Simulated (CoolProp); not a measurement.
CF4 (R14) at 406.32 K and 6.94 MPa flows at 2.5 m/s in a round tube of 4.6 mm bore and 0.25 µm roughness, fully developed (64/Re and Nu = 3.66 if laminar; Colebrook and Gnielinski if turbulent). Each further row changes one setting.

Values from CoolProp's reference Helmholtz-energy equation of state, Platzer 1990. This equation is an older, rougher fit; its heat capacities, sound speeds and derivatives of the liquid may be far off and weren't checked against measurements.

```json
[
 {"case": "as stated", "Reynolds number": "85700", "Darcy friction factor": "0.0188", "pressure drop (Pa/m)": "2420", "heat-transfer coefficient (W/(m² K))": "1060", "mass flow (kg/h)": "(withheld)"},
 {"case": "velocity 5 m/s", "Reynolds number": "171000", "Darcy friction factor": "0.0165", "pressure drop (Pa/m)": "8490", "heat-transfer coefficient (W/(m² K))": "1870", "mass flow (kg/h)": "56.6"},
 {"case": "diameter 9.2 mm", "Reynolds number": "171000", "Darcy friction factor": "(withheld)", "pressure drop (Pa/m)": "1050", "heat-transfer coefficient (W/(m² K))": "(withheld)", "mass flow (kg/h)": "113"}
]
```

Task: Some entries are withheld; supply them.

Result: 
- as stated, mass flow (kg/h): 28.3
- diameter 9.2 mm, Darcy friction factor: 0.0163
- diameter 9.2 mm, heat-transfer coefficient (W/(m² K)): 922

Viscosity comes from a separate model (Huber 2003), an estimate that may be off by 10 % or more. Thermal conductivity comes from a separate model (Huber 2003), an estimate that may be off by 10 % or more.
